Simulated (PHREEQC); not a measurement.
## Leach liquor: speciation

A solution holds 110 mmol/kgw H2SO4 and 56 mmol/kgw FeSO4, at 25 °C. Closed to the air; pH follows from the charge balance.

Computed with PHREEQC (ion-association model, phreeqc.dat).

Precipitation was switched off in this run.

Task: What pH does the model give?

Result: pH 1.08.

Task: In which forms is Fe present?

Result: Fe+2 53 %, FeSO4 27 %, FeHSO4+ 21 % of the Fe.
